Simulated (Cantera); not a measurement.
**Premixed flame**

A freely propagating, adiabatic, planar premixed flame of 29.2 % H₂, 14.9 % O₂, 56.0 % N₂, equivalence ratio 0.98, unburnt at 625 K and 10.0 bar; mixture-averaged transport, grid criteria slope 0.08 and curve 0.16, no radiation.

Cantera simulation using the H2/O2 subset of GRI-Mech 3.0, which has no nitrogen chemistry; the numbers are that mechanism's predictions, not measurements. The hydrogen kinetics of GRI-Mech 3.0 are dated; newer H2 mechanisms differ, most at raised pressure. Burning velocities carry a grid error of a few per cent, more on coarse grids.

```
z (mm)    T (K)  u (m/s)    x H₂    x O₂    x H₂O₂      x H    x H₂O     x OH
--------  -----  -------  ------  ------  --------  -------  -------  -------
-0.0772     625     6.39   0.292   0.149     <1e-8    <1e-8    <1e-8    <1e-8
-0.0515     625     6.39   0.291   0.149     <1e-8    <1e-8  3.11e-7    <1e-8
-0.0386     625     6.39   0.291   0.149     <1e-8    <1e-8  2.24e-6    <1e-8
-0.0257     627     6.38   0.288   0.149   2.28e-7    <1e-8  4.57e-5    <1e-8
-0.0129     688     6.82   0.265   0.152   2.96e-5  3.55e-5  0.00381  3.52e-5
-0.00643    995     9.47   0.214   0.143  0.000128  0.00206   0.0376  0.00107
0          1475     13.6   0.138   0.106   3.26e-5   0.0121    0.121  0.00393
0.00643    1820     16.7  0.0776  0.0614   5.80e-6   0.0212    0.201  0.00958
0.0129     2011     18.3  0.0502  0.0377   3.90e-6   0.0219    0.241   0.0144
0.0257     2202     19.9  0.0358  0.0239   2.58e-6   0.0161    0.267   0.0175
0.0515     2364     21.1  0.0283  0.0181   1.83e-6  0.00930    0.284   0.0166
0.103      2483     22.0  0.0213  0.0143   1.37e-6  0.00487    0.299   0.0140
0.206      2559     22.6  0.0155  0.0116   1.08e-6  0.00260    0.309   0.0115
```
x: mole fraction of selected species; z is measured from the peak of heat release.

| Quantity | Result |
|---|---|
| laminar burning velocity | 639 cm/s |
| thermal thickness | 0.0257 mm |
| peak x(H₂O₂) | 0.000129 |
| peak x(H) | 0.0223 |
| peak x(OH) | 0.0176 |
| grid points | 104 |
